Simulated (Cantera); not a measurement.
An isothermal, constant-pressure homogeneous reactor starts with NO : N₂ = 1 : 0.92 (molar parts), at 1848 K and 1330 Pa. Integrator tolerance rtol = 1e-08.

Model: GRI-Mech 3.0 (53 species, 325 reactions), integrated in Cantera. Radical loss at walls, strong at low pressure, is not modelled.

**Question.** What does this change do: N2 0.92 to 0.19 parts?

**Answer.** 
```tsv
quantity	before	after
x(NO) at 50.0 s	0.301 (gas-phase equilibrium 0.00524)	0.386 (gas-phase equilibrium 0.00589)
x(N₂) at 50.0 s	0.589 (gas-phase equilibrium 0.737)	0.387 (gas-phase equilibrium 0.577)
x(NO₂) at 50.0 s	5.54e-5 (gas-phase equilibrium 1.52e-6)	0.000102 (gas-phase equilibrium 2.18e-6)
x(O) at 50.0 s	0.000575 (gas-phase equilibrium 0.000837)	0.000816 (gas-phase equilibrium 0.00107)
x(O₂) at 50.0 s	0.109 (gas-phase equilibrium 0.257)	0.227 (gas-phase equilibrium 0.416)
x(N₂O) at 50.0 s	2.45e-5 (gas-phase equilibrium 3.34e-8)	3.49e-5 (gas-phase equilibrium 3.32e-8)
```

**Question.** What does this change do: temperature 1848 to 1625 K?

**Answer.** 
| quantity | before | after |
|---|---|---|
| x(NO) at 50.0 s | 0.301 (gas-phase equilibrium 0.00524) | 0.505 (gas-phase equilibrium 0.00232) |
| x(N₂) at 50.0 s | 0.589 (gas-phase equilibrium 0.737) | 0.487 (gas-phase equilibrium 0.738) |
| x(NO₂) at 50.0 s | 5.54e-5 (gas-phase equilibrium 1.52e-6) | 4.15e-5 (gas-phase equilibrium 1.12e-6) |
| x(O) at 50.0 s | 0.000575 (gas-phase equilibrium 0.000837) | 2.28e-5 (gas-phase equilibrium 8.64e-5) |
| x(O₂) at 50.0 s | 0.109 (gas-phase equilibrium 0.257) | 0.00797 (gas-phase equilibrium 0.259) |
| x(N₂O) at 50.0 s | 2.45e-5 (gas-phase equilibrium 3.34e-8) | 8.26e-5 (gas-phase equilibrium 1.54e-8) |
